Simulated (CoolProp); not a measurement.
The fluid at 533.18 K and 0.686 MPa flows at 3.1 m/s in a round tube of 4.6 mm bore and 45 µm roughness, fully developed (64/Re and Nu = 3.66 if laminar; Colebrook and Gnielinski if turbulent). The same conditions are run with several fluids, on thermodynamics alone (safety and materials aside).

The numbers come from the reference Helmholtz-energy equation of state of each fluid (o-xylene: Zhou 2012; ethane: Bücker 2006; p-xylene: Zhou 2012) in CoolProp.

```tsv
fluid	Reynolds number	Darcy friction factor	pressure drop (Pa/m)	heat-transfer coefficient (W/(m² K))	mass flow (kg/h)
o-xylene	23100	0.0401	796	754	3.53
ethane	…	0.0484	…	…	0.869
p-xylene	23800	0.0400	…	…	…
```

Problem. What belongs in the gaps?

Solution. 
- ethane, Reynolds number: 4260
- ethane, pressure drop (Pa/m): 237
- ethane, heat-transfer coefficient (W/(m² K)): 230
- p-xylene, pressure drop (Pa/m): 791
- p-xylene, heat-transfer coefficient (W/(m² K)): 732
- p-xylene, mass flow (kg/h): 3.51

Transport values come from each fluid's own correlations.
